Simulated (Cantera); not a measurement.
# Stirred combustor or abatement burner

A perfectly stirred reactor is fed with 3.80 % C₃H₈, 20.2 % O₂, 76.0 % N₂, equivalence ratio 0.94, at 950000 Pa; it is adiabatic with a 550 K inlet, and is followed from long to short residence time, starting on the burning branch (τ in s: 0.044, 0.021, 0.01, 0.0048, 0.0023, 0.0011, 0.00052, 0.00025, 0.00012, 5.6e-05, 2.7e-05).

Model: GRI-Mech 3.0 (53 species, 325 reactions), integrated in Cantera. GRI-Mech 3.0 was tuned for natural gas; its chemistry of propane as a main component is partial and can be far from experiment.

```json
[
 {"τ (s)": "0.044", "T (K)": "2405", "x C₃H₈": "5.06e-8", "x O₂": "0.0132", "x CH₂O": "1.14e-7", "x CH₃": "2.27e-7", "x CO₂": "0.103", "x C₂H": "3.29e-9"},
 {"τ (s)": "0.021", "T (K)": "2405", "x C₃H₈": "1.05e-7", "x O₂": "0.0136", "x CH₂O": "2.35e-7", "x CH₃": "4.64e-7", "x CO₂": "0.102", "x C₂H": "6.71e-9"},
 {"τ (s)": "0.010", "T (K)": "2403", "x C₃H₈": "2.16e-7", "x O₂": "0.0141", "x CH₂O": "4.80e-7", "x CH₃": "9.34e-7", "x CO₂": "0.102", "x C₂H": "1.35e-8"},
 {"τ (s)": "0.0048", "T (K)": "2399", "x C₃H₈": "4.38e-7", "x O₂": "0.0147", "x CH₂O": "9.58e-7", "x CH₃": "1.82e-6", "x CO₂": "0.102", "x C₂H": "2.62e-8"},
 {"τ (s)": "0.0023", "T (K)": "2389", "x C₃H₈": "8.78e-7", "x O₂": "0.0155", "x CH₂O": "1.86e-6", "x CH₃": "3.44e-6", "x CO₂": "0.100", "x C₂H": "4.90e-8"},
 {"τ (s)": "0.0011", "T (K)": "2373", "x C₃H₈": "1.72e-6", "x O₂": "0.0166", "x CH₂O": "3.50e-6", "x CH₃": "6.22e-6", "x CO₂": "0.0986", "x C₂H": "8.65e-8"},
 {"τ (s)": "0.00052", "T (K)": "2348", "x C₃H₈": "3.33e-6", "x O₂": "0.0181", "x CH₂O": "6.43e-6", "x CH₃": "1.09e-5", "x CO₂": "0.0958", "x C₂H": "1.44e-7"},
 {"τ (s)": "0.00025", "T (K)": "2314", "x C₃H₈": "6.20e-6", "x O₂": "0.0201", "x CH₂O": "1.14e-5", "x CH₃": "1.87e-5", "x CO₂": "0.0923", "x C₂H": "2.22e-7"},
 {"τ (s)": "0.00012", "T (K)": "2270", "x C₃H₈": "1.14e-5", "x O₂": "0.0225", "x CH₂O": "2.04e-5", "x CH₃": "3.22e-5", "x CO₂": "0.0877", "x C₂H": "3.27e-7"},
 {"τ (s)": "5.6e-5", "T (K)": "2212", "x C₃H₈": "2.18e-5", "x O₂": "0.0259", "x CH₂O": "3.77e-5", "x CH₃": "5.88e-5", "x CO₂": "0.0818", "x C₂H": "4.74e-7"},
 {"τ (s)": "2.7e-5", "T (K)": "2143", "x C₃H₈": "4.33e-5", "x O₂": "0.0304", "x CH₂O": "7.12e-5", "x CH₃": "0.000111", "x CO₂": "0.0743", "x C₂H": "6.75e-7"}
]
```
x: mole fraction; the columns are a selection and need not sum to one.
